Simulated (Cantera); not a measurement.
Input: 1 mol C2H2, 62 mol H2, 0.24 mol N2, 0.047 mol CO2, held at 525 K and 26.0 Pa.

These are equilibrium values from Cantera (NASA tables, ideal gas, pure condensed phases), not measurements of a reactor. Candidate condensed phases: C, C6H6, C7H8, C8H18, H2O; 136 gas species. The numbers say what is thermodynamically allowed, not how fast it happens.

Problem. What is the equilibrium state?

Solution. 
- x(H2) = 0.961
- x(CH4) = 0.0335
- x(N2) = 0.00392
- x(H2O) = 0.00153
- x(NH3) = 2.74e-6
- gas amount = 61.19 mol
- log10 activity of C(graphite) (absent) = -0.85
